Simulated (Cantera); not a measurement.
A Cantera script and what it prints.

```python
import numpy as np
import cantera as ct

gas_names = [...]  # 110 gases of nasa_gas.yaml made of C, H, O
cond_names = """
    C(gr) C6H6(L) C7H8(L) C8H18(L),n-octa H2O(s) H2O(L)
""".split()


# ... load() reads the species with a 1 bar reference pressure and builds the phases ...
atoms = {
    'n-butane': {'C': 4, 'H': 10},
    'H2': {'H': 2},
    'H2O': {'H': 2, 'O': 1},
}
top_T = {'C(gr)': 4500}  # K; cautious upper limits of use, not melting points


# ... equilibrate(T, P, feed) seeds the gas with the atoms and calls Mixture.equilibrate('TP', solver="vcs", rtol=1e-11, max_steps=5000) ...
results = []
feed = {'n-butane': 1, 'H2': 14, 'H2O': 0.067}  # mol
P = 440000  # Pa
for T in [875, 1075, 1275, 1475, 1675, 1875, 2075, 2275]:
    mix = equilibrate(T, P, feed)
    results.append((T, P, feed, dict(zip(mix.species_names, mix.species_moles))))

top = {s: max(r[3][s] / sum(r[3][g] for g in gas_names) for r in results) for s in gas_names}
cols = sorted((s for s in top if top[s] > 0.0001), key=lambda s: -top[s])[:9]
seen = [c for c in cond_names if any(r[3].get(c, 0) > 1e-12 for r in results)]
print("log10 of partial pressures in bar; condensed amounts in mol")
print(f"{'T/K':>10s}" + "".join(f"{s[:9]:>10s}" for s in cols + seen))
for T, P, feed, n in results:
    ng = sum(n[g] for g in gas_names)
    print(f"{T:10.4g}" + "".join(f"{np.log10(max(n[s] / ng * P / 1e5, 1e-99)):10.3f}" for s in cols)
          + "".join(f"{n.get(c, 0):10.4g}" for c in seen))
```

It prints:

```
log10 of partial pressures in bar; condensed amounts in mol
       T/K        H2       CH4       H2O         H C2H2,acet        CO     C(gr)
       875     0.507     0.067    -1.717   -10.046   -11.291    -3.421         0
      1075     0.574    -0.198    -2.247    -7.546    -7.550    -1.923     1.548
      1275     0.625    -0.783    -3.125    -5.820    -5.790    -1.817     3.244
      1475     0.636    -1.264    -3.860    -4.569    -4.540    -1.811     3.699
      1675     0.640    -1.640    -4.426    -3.615    -3.596    -1.811     3.831
      1875     0.640    -1.937    -4.871    -2.863    -2.859    -1.812      3.87
      2075     0.640    -2.175    -5.228    -2.254    -2.266    -1.812     3.855
      2275     0.638    -2.372    -5.521    -1.752    -1.781    -1.813     3.767
```

Method: chemical equilibrium by Gibbs-energy minimisation in Cantera with the NASA 1993 tables (ideal gas, pure condensed phases).
